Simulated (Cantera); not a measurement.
A Cantera script and what it prints.

```python
import numpy as np
import cantera as ct

gas_names = """
    CL CL2 H HCL H2 N NH NH2 NH3 N2 N2H2 N2H4 Si SiCL SiCL2 SiCL3 SiCL4 SiH SiHCL3 SiH2 SiH2CL2 SiH3
    SiH3CL SiH4 SiN Si2 Si2N Si3
""".split()
cond_names = """
    NH4CL(a) NH4CL(b) Si(cr) Si(L) Si3N4(a)
""".split()


def load(file, names, dense=False):
    # The tables refer to 1 bar. Condensed volumes are neglected.
    table = {s.name: s for s in ct.Species.list_from_file(file)}
    out = []
    for n in names:
        d = dict(table[n].input_data)
        d["thermo"] = dict(d["thermo"], **{"reference-pressure": 1e5})
        if dense:
            d["equation-of-state"] = {"model": "constant-volume", "density": "1e6 g/cm^3"}
        out.append(ct.Species.from_dict(d))
    return out


gas = ct.Solution(thermo="ideal-gas", species=load("nasa_gas.yaml", gas_names))
cond = {s.name: ct.Solution(thermo="fixed-stoichiometry", species=[s], name=s.name)
        for s in load("nasa_condensed.yaml", cond_names, dense=True)}
atoms = {
    'Si': {'Si': 1},
    'HCl': {'H': 1, 'CL': 1},
    'N2': {'N': 2},
    'Cl2': {'CL': 2},
}
top_T = {'Si3N4(a)': 2400}  # K; cautious upper limits of use, not melting points


def equilibrate(T, P, feed):
    n = {}
    for name, mol in feed.items():
        for a, k in atoms[name].items():
            n[a] = n.get(a, 0.0) + k * mol
    gas.TPX = T, P, n
    mass = sum(n.values()) * gas.mean_molecular_weight
    gas.equilibrate("TP")
    valid = [c for c in cond.values() if c.min_temp <= T <= top_T.get(c.name, c.max_temp)]
    mix = ct.Mixture([(gas, mass / gas.mean_molecular_weight)] + [(c, 0.0) for c in valid])
    mix.T, mix.P = T, P
    mix.equilibrate("TP", solver="vcs", rtol=1e-11, max_steps=5000)
    return mix


results = []
feed = {'Si': 1, 'HCl': 4.6, 'N2': 7.8, 'Cl2': 2.1}  # mol
T = 625  # K
P = 13332.2  # Pa
mix = equilibrate(T, P, feed)
results.append((T, P, feed, dict(zip(mix.species_names, mix.species_moles))))
x = sorted(zip(gas.X, gas.species_names), reverse=True)
print(f"T = {T:g} K  P = {P:g} Pa  gas = {mix.phase_moles(0):.4g} mol")
print("   x: " + "  ".join(f"{s} {v:.3e}" for v, s in x if v > 0.001))
print("   condensed (mol): " + ("  ".join(f"{mix.phase(i).name} {mix.phase_moles(i):.4g}"
      for i in range(1, mix.n_phases) if mix.phase_moles(i) > 1e-12) or "none"))
```

Result:

```
T = 625 K  P = 13332.2 Pa  gas = 13.5 mol
   x: N2 5.778e-01  HCL 3.407e-01  SiCL4 7.407e-02  CL2 7.407e-03
   condensed (mol): none
```

Cantera equilibrium calculation (NASA polynomials, part measured and part estimated; ideal gas, pure solids and liquids).
